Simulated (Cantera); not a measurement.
Charge: 1 mol Si, 0.65 mol HCl, 4.2 mol H2, 0.75 mol Cl2, equilibrated at 1398.15 K and 0.360 bar.

Cantera equilibrium calculation (NASA polynomials, part measured and part estimated; ideal gas, pure solids and liquids). Candidate condensed phases: Si; 19 gas species. The tables' values for SiCl3 are old estimates; treat these amounts as uncertain. Equilibrium is a limit: real reactors are often held back by kinetics, nucleation or transport.

Base state: H2 0.786, HCl 0.110, SiCl2 0.0453, SiCl4 0.0272, SiCl3 0.0170, SiHCl3 0.0137, SiH2Cl2 0.00103, SiH3Cl 2.24e-5 (mole fractions); condensed: Si(s).

### Question
What changes in the equilibrium state with this change: temperature from 1398.15 K to 825 K?

### Answer
| species | before | after |
|---|---|---|
| H2 | 0.786 | 0.881 |
| SiCl4 | 0.0272 | 0.0777 |
| SiHCl3 | 0.0137 | 0.0375 |
| HCl | 0.110 | 0.00226 |
| SiCl2 | 0.0453 | 6.41e-6 |
| SiCl3 | 0.0170 | 7.52e-5 |
| SiH3Cl | 2.24e-5 | 1.45e-5 |
| SiH2Cl2 | 0.00103 | 0.00153 |
| Si(s), mol | 0.445 | 0.414 |

### Question
What changes in the equilibrium state with this change: temperature from 1398.15 K to 625 K?

### Answer
```
species      before    after
----------  -------  -------
H2            0.786    0.882
SiCl4        0.0272   0.0761
SiHCl3       0.0137   0.0408
HCl           0.110  7.96e-5
SiCl2        0.0453  3.63e-9
SiCl3        0.0170  5.43e-7
SiH3Cl      2.24e-5  6.84e-6
SiH2Cl2     0.00103  0.00118
Si(s), mol    0.445    0.409
```
